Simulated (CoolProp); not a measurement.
Properties of isobutene along the isotherm 184.85 °C.

Model: reference Helmholtz-energy equation of state, Lemmon 2005, in CoolProp. It is a short technical equation, of lower accuracy than the large ones.

| p (bar) | phase | density (kg/m³) | cv (kJ/(kg K)) | Joule-Thomson coefficient (K/MPa) | isothermal compressibility (1/MPa) | expansivity (1/kK) |
|---|---|---|---|---|---|---|
| 12.5 | gas | 20.11 | 2.071 | 7.232 | 0.8776 | 2.911 |
| 25.1 | gas | 45.07 | 2.107 | ? | 0.4964 | 4.137 |
| 37.6 | gas | 77.72 | 2.151 | 9.037 | 0.3959 | 6.425 |
| 50.2 | supercritical | 126.0 | 2.209 | 9.752 | 0.3817 | 11.47 |
| 62.7 | supercritical | 203.3 | 2.260 | 8.422 | 0.3594 | 20.14 |
| 75.3 | supercritical | 282.4 | 2.238 | 4.685 | 0.1656 | 15.09 |
| 87.8 | supercritical | 326.2 | 2.209 | 2.743 | 0.08068 | 9.691 |
| 100 | supercritical | 352.5 | 2.193 | 1.852 | 0.05058 | 7.217 |
| 113 | supercritical | 372.4 | 2.183 | 1.325 | 0.03552 | 5.781 |
| 125 | supercritical | 386.6 | 2.177 | 1.016 | 0.02767 | 4.951 |
| 138 | supercritical | 399.2 | 2.172 | 0.7844 | 0.02225 | 4.329 |
| 151 | supercritical | 409.9 | 2.168 | 0.6158 | 0.01857 | 3.877 |
| 163 | supercritical | 418.5 | 2.166 | 0.4962 | 0.01609 | 3.555 |
| 176 | supercritical | 426.8 | ? | 0.3932 | 0.01405 | 3.277 |
| 188 | supercritical | ? | ? | 0.3158 | 0.01257 | 3.066 |
| 201 | supercritical | ? | ? | 0.2461 | 0.01128 | 2.875 |

Fill in the missing entries.


- 25.1, Joule-Thomson coefficient (K/MPa): 8.081
- 176, cv (kJ/(kg K)): 2.164
- 188, density (kg/m³): 433.6
- 188, cv (kJ/(kg K)): 2.163
- 201, density (kg/m³): 440.4
- 201, cv (kJ/(kg K)): 2.162
